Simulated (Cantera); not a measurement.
Input: 1 mol SiHCl₃, 0.042 mol C₂H₄, 240 mol H₂, at 2.30 mbar.

Cantera equilibrium calculation (NASA polynomials, part measured and part estimated; ideal gas, pure solids and liquids). Candidate condensed phases: C, C₆H₆, C₇H₈, C₈H₁₈, Si, SiC; 109 gas species. Mutual solubility and eutectic melting of coexisting phases are not modelled. The tables' values for SiCl, SiCl₃ are old estimates; treat these amounts as uncertain. Gases not in the tables: Si₂H₆ and higher silanes. The numbers say what is thermodynamically allowed, not how fast it happens.

x: gas mole fraction; n: condensed amount in mol.

```tsv
T (°C)	x H₂	x H	x HCl	x Si	x Cl	x SiCl₂	x SiH	n Si(s)	n SiC(s)	n Si(l)
825	0.988	5.13e-7	0.0117	9.40e-12	…	0.000282	1.37e-11	0.839	0.0840	0
900	0.988	2.44e-6	0.0117	2.15e-10	…	0.000316	1.84e-10	0.837	0.0840	0
975	0.988	9.68e-6	0.0117	3.37e-9	…	0.000347	1.79e-9	0.831	0.0840	0
1050	0.988	3.29e-5	0.0116	3.86e-8	…	0.000375	1.35e-8	0.825	0.0840	0
1125	0.988	9.81e-5	0.0116	3.39e-7	…	0.000400	8.14e-8	0.819	0.0840	0
1200	0.988	0.000262	0.0115	2.38e-6	…	0.000424	4.08e-7	0.812	0.0840	0
1275	0.987	0.000638	0.0115	1.38e-5	…	0.000445	1.74e-6	0.803	0.0840	0
1350	0.987	0.00143	0.0114	6.80e-5	…	0.000463	6.50e-6	0.781	0.0839	0
1425	0.985	0.00299	0.0114	0.000286	…	0.000472	2.12e-5	0	0.0836	0.716
1500	0.981	0.00588	0.0114	0.000926	…	0.000425	5.43e-5	0	0.0819	0.550
1575	0.974	0.0109	0.0113	0.00273	…	0.000382	0.000129	0	0.0748	0.0702
1650	0.965	0.0193	0.0116	0.00325	…	0.000163	0.000125	0	0.0662	0
1725	0.952	0.0326	0.0117	0.00348	…	6.45e-5	0.000111	0	0.0248	0
1800	0.931	0.0529	0.0114	0.00369	…	2.64e-5	9.81e-5	0	0	0
```

Task: Complete the blanks.

Result: 
- 825, x Cl: 5.44e-9
- 900, x Cl: 2.54e-8
- 975, x Cl: 9.79e-8
- 1050, x Cl: 3.25e-7
- 1125, x Cl: 9.47e-7
- 1200, x Cl: 2.48e-6
- 1275, x Cl: 5.93e-6
- 1350, x Cl: 1.31e-5
- 1425, x Cl: 2.69e-5
- 1500, x Cl: 5.24e-5
- 1575, x Cl: 9.65e-5
- 1650, x Cl: 0.000175
- 1725, x Cl: 0.000298
- 1800, x Cl: 0.000480
